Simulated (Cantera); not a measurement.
A closed system holds: 1 mol SiHCl3, 0.53 mol HCl, a varied amount of N2, at 1675 K and 1.00 Torr.

Method: chemical equilibrium by Gibbs-energy minimisation in Cantera with the NASA 1993 tables (ideal gas, pure condensed phases). Candidate condensed phases: NH4Cl, Si, Si3N4; 28 gas species. The tables' values for SiCl3, SiCl are old estimates; treat these amounts as uncertain. Equilibrium is a limit: real reactors are often held back by kinetics, nucleation or transport.

At 29 mol N2, list the 4 most abundant gas species with their mole fractions, and the condensed phases.

N2 0.919, HCl 0.0447, SiCl2 0.0305, Cl 0.00260. Condensed: gas only.
